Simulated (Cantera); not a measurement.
A closed system holds: 1 mol Si, 0.55 mol Cl2, 15 mol H2, equilibrated at 973 K and 11.0 bar.

Cantera equilibrium calculation (NASA polynomials, part measured and part estimated; ideal gas, pure solids and liquids). Candidate condensed phases: Si; 19 gas species. The tables' values for SiCl3 are old estimates; treat these amounts as uncertain. Kinetics and transport are ignored.

Base state: H2 0.975, SiHCl3 0.0130, SiCl4 0.00613, SiH2Cl2 0.00289, HCl 0.00258, SiH3Cl 0.000162, SiCl3 4.84e-5, SiCl2 1.10e-5 (mole fractions); condensed: Si(s).

**Question.** What changes in the equilibrium state with this change: Cl2 from 0.55 to 2.8 mol?

**Answer.** 
| species | before | after |
|---|---|---|
| H2 | 0.975 | 0.842 |
| HCl | 0.00258 | 0.0980 |
| SiCl4 | 0.00613 | 0.0568 |
| SiHCl3 | 0.0130 | 0.00274 |
| SiH3Cl | 0.000162 | 1.76e-8 |
| SiH2Cl2 | 0.00289 | 1.38e-5 |
| Si(s), mol | 0.661 | 0 |
